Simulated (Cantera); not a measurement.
Charge: 1 mol SiH4, 1.1 mol CO2, equilibrated at 850 K and 0.290 bar.

Method: chemical equilibrium by Gibbs-energy minimisation in Cantera with the NASA 1993 tables (ideal gas, pure condensed phases). Equilibrium is a limit: real reactors are often held back by kinetics, nucleation or transport.

| species | before | after |
|---|---|---|
| CO2 | 0.00768 | 0.390 |
| CO | 0.0351 | 0.250 |
| H2 | 0.789 | 0.232 |
| CH4 | 0.112 | 0.00973 |
| H2O | 0.0565 | 0.119 |
| C(graphite), mol | 0.810 | 0.593 |
| SiO2(β-quartz), mol | 1.00 | 1.00 |
Gas species are given as mole fractions.

Problem. Which change was made?
(A) CO2 from 1.1 to 17 mol
(B) CO2 from 1.1 to 4.1 mol
(C) pressure from 0.290 bar to 0.100 bar
(D) temperature from 850 K to 698 K

Solution. B, CO2 from 1.1 to 4.1 mol
